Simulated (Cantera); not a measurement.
Input: 1 mol B₂O₃, 0.14 mol NH₃, 0.44 mol N₂, held at 0.0350 bar.

Equilibrium computed with Cantera from the NASA thermochemical tables; the gas is ideal and each condensed phase is pure. Candidate condensed phases: B, BN, B₂O₃, B₃O₃H₃, H₂O; 39 gas species. Mutual solubility and eutectic melting of coexisting phases are not modelled. Rates play no part.

Q: At 877 °C, list the 4 most abundant gas species with their mole fractions, and the condensed phases.

A: N₂ 0.708, H₂ 0.291, H₂O 0.000773, HBO₂ 5.87e-5. Condensed: BN(s) + B₂O₃(l).
